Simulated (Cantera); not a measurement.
Charge: 1 mol Si, 7.8 mol HBr, 5.9 mol N2, equilibrated at 1.40e-5 bar.

Method: chemical equilibrium by Gibbs-energy minimisation in Cantera with the NASA 1993 tables (ideal gas, pure condensed phases). Candidate condensed phases: Br2, Si, Si3N4; 28 gas species. N2 is the only nitrogen source here; it is nearly inert below about 1500 K, so the nitride shown seldom forms there in practice. The tables' values for SiBr, SiBr3 are old estimates; treat these amounts as uncertain. Kinetics and transport are ignored.

x: gas mole fraction; n: condensed amount in mol.

```
T (K)  x HBr   x N2      x Br    x H2  x SiBr2   x SiBr4  n Si3N4(s)
-----  -----  -----  --------  ------  -------  --------  ----------
900    0.498  0.422  0.000294  0.0525  2.71e-5    0.0262       0.220
1000   0.499  0.421   0.00226  0.0514  0.00103    0.0244       0.222
1100   0.479  0.420    0.0110  0.0562   0.0167    0.0159       0.184
1200   0.385  0.426    0.0281  0.0891   0.0686   0.00213           0
1300   0.335  0.415    0.0727   0.107   0.0697  0.000163           0
1400     [?]  0.401       [?]     [?]   0.0677       [?]           0
1500     [?]  0.386       [?]     [?]   0.0648       [?]           0
1600   0.111  0.371     0.262   0.187   0.0579   7.48e-8           0
```

Fill in the missing entries.


- 1400, x HBr: 0.258
- 1400, x Br: 0.137
- 1400, x H2: 0.136
- 1400, x SiBr4: 1.21e-5
- 1500, x HBr: 0.176
- 1500, x Br: 0.204
- 1500, x H2: 0.166
- 1500, x SiBr4: 9.30e-7
